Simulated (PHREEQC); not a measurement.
Make-up at 25 °C: 0.21 mol/kgw NH4Cl and 0.012 mol/kgw NaF. Closed to the air; pH follows from the charge balance.

Computed with PHREEQC (ion-association model, wateq4f.dat).

| quantity | before | after |
|---|---|---|
| pH | 5.59 | 5.31 |
| NaF (mol/kgw) | 4.02e-5 | 1.63e-6 |
| HF2- (mol/kgw) | 1.46e-6 | 1.13e-7 |

Question: Name the change that produced these shifts.
A) NaF from 0.012 to 0.0024 mol/kgw
B) temperature from 25 to 20 °C
C) NH4Cl left out
D) 0.0034 mol/kgw Ca(OH)2 added
E) NaF from 0.012 to 0.06 mol/kgw

Answer: A, NaF from 0.012 to 0.0024 mol/kgw

Precipitation was switched off in this run.
